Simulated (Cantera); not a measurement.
Cantera run, input and output.

```python
import numpy as np
import cantera as ct

gas = ct.Solution("gri30.yaml")
gas.TPX = 1525, 120000, {'NO': 0.25, 'N2': 7.3}
reactor = ct.IdealGasConstPressureReactor(gas, energy="off", clone=False)
net = ct.ReactorNet([reactor])
net.rtol, net.atol = 1e-08, 1e-18
show = ['NO', 'NO2', 'N2O', 'O', 'N2', 'O2']
times = np.geomspace(7e-06, 80, 12)

steps = ct.SolutionArray(gas, extra=["t"])
rows = []
print(f"{'t/s':>10s}{'T/K':>9s}{'P/Pa':>11s}" + "".join(f"{s:>11s}" for s in show))
for t in times:
    while net.time < t:
        t_next = net.step()
        steps.append(gas.state, t=t_next)
    rows.append([np.interp(t, steps.t, y) for y in (steps.T, steps.P, *steps(*show).X.T)])
    print(f"{t:10.3e}{rows[-1][0]:9.1f}{rows[-1][1]:11.4g}" + "".join(f"{x:11.3e}" for x in rows[-1][2:]))
rate = np.gradient(steps.T, steps.t)
print("integrator steps:", len(steps.t))
if steps.T.max() > steps.T[0] + 200:
    print(f"time of steepest temperature rise: {steps.t[rate.argmax()]:.4e} s")
gas.TPX = 1525, 120000, {'NO': 0.25, 'N2': 7.3}
gas.equilibrate("TP")
print(f"equilibrium (TP): T = {gas.T:.1f} K  " + "  ".join(f"{s} {gas[s].X[0]:.3e}" for s in show))
```

Output:

```
       t/s      T/K       P/Pa         NO        NO2        N2O          O         N2         O2
 7.000e-06   1525.0    1.2e+05  3.311e-02  4.069e-12  1.162e-10  1.122e-10  9.669e-01  1.191e-15
 3.067e-05   1525.0    1.2e+05  3.311e-02  7.205e-11  5.090e-10  4.376e-10  9.669e-01  2.113e-14
 1.344e-04   1525.0    1.2e+05  3.311e-02  1.015e-09  2.226e-09  1.223e-09  9.669e-01  3.012e-13
 5.889e-04   1525.0    1.2e+05  3.311e-02  8.157e-09  9.657e-09  1.743e-09  9.669e-01  2.608e-12
 2.580e-03   1525.0    1.2e+05  3.311e-02  4.281e-08  4.054e-08  2.336e-09  9.669e-01  1.904e-11
 1.131e-02   1525.0    1.2e+05  3.311e-02  2.215e-07  1.485e-07  5.157e-09  9.669e-01  2.991e-10
 4.953e-02   1525.0    1.2e+05  3.311e-02  1.255e-06  3.388e-07  1.959e-08  9.669e-01  1.712e-08
 2.170e-01   1525.0    1.2e+05  3.310e-02  4.608e-06  3.853e-07  6.327e-08  9.669e-01  1.099e-06
 9.510e-01   1525.0    1.2e+05  3.308e-02  5.680e-06  3.855e-07  7.709e-08  9.669e-01  1.289e-05
 4.167e+00   1525.0    1.2e+05  3.297e-02  6.329e-06  3.834e-07  8.598e-08  9.670e-01  6.644e-05
 1.826e+01   1525.0    1.2e+05  3.250e-02  8.521e-06  3.740e-07  1.168e-07  9.672e-01  2.982e-04
 8.000e+01   1525.0    1.2e+05  3.058e-02  1.369e-05  3.354e-07  1.982e-07  9.682e-01  1.253e-03
integrator steps: 691
equilibrium (TP): T = 1525.0 K  NO 4.321e-04  NO2 6.540e-07  N2O 3.218e-08  O 6.651e-07  N2 9.832e-01  O2 1.634e-02
```

Computed with Cantera and GRI-Mech 3.0 (53 species, 325 reactions).
